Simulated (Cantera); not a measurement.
A perfectly stirred reactor is fed with N₂O : H₂O = 1 : 0.14 (molar parts), at 0.210 bar; it is held at 1600 K, and followed from long to short residence time.

Cantera simulation using GRI-Mech 3.0 (53 species, 325 reactions); the numbers are that mechanism's predictions, not measurements. GRI-Mech 3.0 was tuned for natural gas; its chemistry of N2O as a main component is partial and can be far from experiment. The temperature is held fixed by assumption; the heat of reaction is taken as removed at once.

| quantity | before | after |
|---|---|---|
| x(N₂O) at τ = 1.80 s | 0.00869 | 0.0424 |
| x(H₂O) at τ = 1.80 s | 0.0854 | 0.0870 |
| x(N₂) at τ = 1.80 s | 0.567 | 0.545 |
| x(HO₂) at τ = 1.80 s | 5.09e-7 | 3.84e-7 |
| x(H) at τ = 1.80 s | 1.61e-6 | 4.10e-7 |
| x(N₂O) at τ = 62.0 ms | 0.158 | 0.473 |
| x(H₂O) at τ = 62.0 ms | 0.0917 | 0.105 |
| x(N₂) at τ = 62.0 ms | 0.453 | 0.258 |
| x(HO₂) at τ = 62.0 ms | 2.64e-6 | 3.96e-6 |
| x(H) at τ = 62.0 ms | 3.27e-6 | 4.33e-7 |

Which change was made?
A) H2O 0.14 to 0.71 parts
B) N2O 1 to 9 parts
C) temperature 1600 to 1450 K
D) temperature 1600 to 1325 K

C, temperature 1600 to 1450 K
